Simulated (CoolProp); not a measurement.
Vapour-liquid equilibrium of acetone (1) + n-decane (2) at 328.2 K; x and y are mole fractions of (1).

Values from CoolProp's multi-fluid Helmholtz-energy mixture model, Lemmon 2006 and Lemmon 2006; pair parameters Bell 2016.

| x | bubble pressure (kPa) | y at the bubble point | dew pressure at overall composition x (kPa) | liquid density (mol/L) |
|---|---|---|---|---|
| 0.05 | 12.62 | 0.911 | 1.229 | 5.115 |
| 0.2 | 44.39 | 0.977 | 1.459 | 5.700 |
| 0.35 | 64.43 | 0.986 | 1.794 | 6.408 |
| 0.5 | 73.74 | 0.989 | 2.329 | 7.288 |
| 0.65 | 78.48 | 0.990 | 3.317 | 8.414 |
| 0.8 | 83.87 | 0.992 | 5.762 | 9.915 |
| 0.95 | 93.35 | 0.997 | 21.89 | 12.02 |

No azeotrope shows between x = 0.05 and 0.95.

Pair parameters are fitted to limited data, so mixtures are less certain than the pure fluids. With so large a gap from Raoult's law the liquid may split in two, which this calculation doesn't test in full.
